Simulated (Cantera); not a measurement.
Feed: 1 mol CuO, 0.3 mol H2, held at 1375 K.

Equilibrium computed with Cantera from the NASA thermochemical tables; the gas is ideal and each condensed phase is pure. Candidate condensed phases: Cu, CuO, Cu(OH)2, Cu2O, H2O; 12 gas species. Mutual solubility and eutectic melting of coexisting phases are not modelled. Equilibrium is a limit: real reactors are often held back by kinetics, nucleation or transport.

**Question.** Which condensed phases are stable at each of these points (P (Pa)): 10, 100, 1000, 10000, 100000, 1000000?

**Answer.** 
```
P (Pa)   condensed phases  Cu condensed (%)
-------  ----------------  ----------------
10                Cu2O(s)              99.8
100               Cu2O(s)             100.0
1000              Cu2O(s)             100.0
10000             Cu2O(s)             100.0
100000            Cu2O(s)             100.0
1000000  CuO(s) + Cu2O(s)             100.0
```

From 10.0 Pa to 1.00 bar the condensed part is Cu2O(s). At 10.0 bar the condensed part is CuO(s) + Cu2O(s).
